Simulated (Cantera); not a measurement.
Input (Python, Cantera):

```python
import numpy as np
import cantera as ct

gas = ct.Solution("gri30.yaml")
gas.TPX = 398, 180000, {'CH4': 1, 'H2': 0.13, 'O2': 2.87, 'N2': 12.3}
flame = ct.FreeFlame(gas, width=0.027)
flame.set_refine_criteria(ratio=3, slope=0.08, curve=0.16)
flame.transport_model = "mixture-averaged"
flame.solve(loglevel=0, auto=True)
z, T = flame.grid, flame.T
thick = (T[-1] - T[0]) / np.gradient(T, z).max()
show = ['CH4', 'H2', 'O2', 'CH2CO', 'NO', 'CH3']
print(f"laminar burning velocity  {flame.velocity[0] * 100:.3f} cm/s")
print(f"burnt temperature         {T[-1]:.1f} K")
print(f"thermal thickness         {thick * 1e3:.4f} mm")
print(f"grid points               {len(z)}")
z0 = z[flame.heat_release_rate.argmax()]
print(f"{'z/mm':>9s}{'T/K':>9s}{'u/(m/s)':>9s}" + "".join(f"{s:>11s}" for s in show))
rows = []
for k in (-3, -2, -1.5, -1, -0.5, -0.25, 0, 0.25, 0.5, 1, 2, 4, 8):
    zz = z0 + k * thick
    rows.append([k * thick, np.interp(zz, z, T), np.interp(zz, z, flame.velocity),
                 *(np.interp(zz, z, flame.X[gas.species_index(s)]) for s in show)])
    print(f"{rows[-1][0] * 1e3:9.3f}{rows[-1][1]:9.1f}{rows[-1][2]:9.3f}" + "".join(f"{x:11.3e}" for x in rows[-1][3:]))
```

Result:

```
laminar burning velocity  21.359 cm/s
burnt temperature         1830.5 K
thermal thickness         0.4521 mm
grid points               136
     z/mm      T/K  u/(m/s)        CH4         H2         O2      CH2CO         NO        CH3
   -1.356    398.7    0.214  6.132e-02  7.782e-03  1.761e-01  1.486e-09  5.832e-11  6.282e-10
   -0.904    405.7    0.218  6.095e-02  7.474e-03  1.757e-01  3.693e-08  7.775e-10  7.151e-09
   -0.678    425.7    0.228  5.989e-02  7.149e-03  1.745e-01  2.101e-07  3.523e-09  3.079e-08
   -0.452    521.7    0.281  5.495e-02  6.604e-03  1.677e-01  1.890e-06  3.096e-08  3.766e-07
   -0.226    890.2    0.481  3.616e-02  5.890e-03  1.371e-01  1.692e-05  4.996e-07  3.715e-05
   -0.113   1217.2    0.660  1.909e-02  5.492e-03  1.066e-01  4.184e-05  1.274e-06  3.025e-04
    0.000   1536.4    0.832  3.494e-03  4.278e-03  7.316e-02  4.001e-05  2.261e-06  3.819e-04
    0.113   1668.6    0.901  1.112e-04  2.290e-03  5.795e-02  2.497e-06  3.308e-06  1.875e-05
    0.226   1723.3    0.927  2.185e-06  1.547e-03  5.384e-02  5.161e-08  4.013e-06  4.342e-07
    0.452   1776.7    0.953  2.054e-09  9.206e-04  5.137e-02  5.166e-11  4.789e-06  5.043e-10
    0.904   1811.2    0.970  5.862e-14  3.669e-04  5.031e-02  2.113e-15  5.417e-06  1.857e-14
    1.809   1825.5    0.976  5.099e-17  1.101e-04  5.008e-02  6.923e-19  5.783e-06  1.102e-16
    3.617   1829.8    0.978  1.896e-17  4.151e-05  5.008e-02  1.556e-19  6.000e-06  2.667e-17
```

Cantera simulation using GRI-Mech 3.0 (53 species, 325 reactions); the numbers are that mechanism's predictions, not measurements. Burning velocities carry a grid error of a few per cent, more on coarse grids.
